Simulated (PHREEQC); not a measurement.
A solution holds 0.1 mol/kgw Cu(NO3)2, at 25 °C. Closed to the air; pH follows from the charge balance.

All values are PHREEQC results (ion-association model, phreeqc.dat), not measurements.

```yaml
pH: 4.22
ionic_strength: 0.300 mol/kgw
specific_conductance: 17100 µS/cm
density: 1.012 g/cm³
```

```csv
species,molality,activity,log γ
NO3-,0.200,0.132,-0.181
Cu+2,0.0999,0.0290,-0.537
H+,7.69e-5,6.01e-5,-0.107
Cu2(OH)2+2,3.48e-5,1.01e-5,-0.538
CuOH+,6.97e-6,4.80e-6,-0.162
Cu(OH)2,1.55e-7,1.66e-7,0.030
```

Precipitation was switched off in this run.
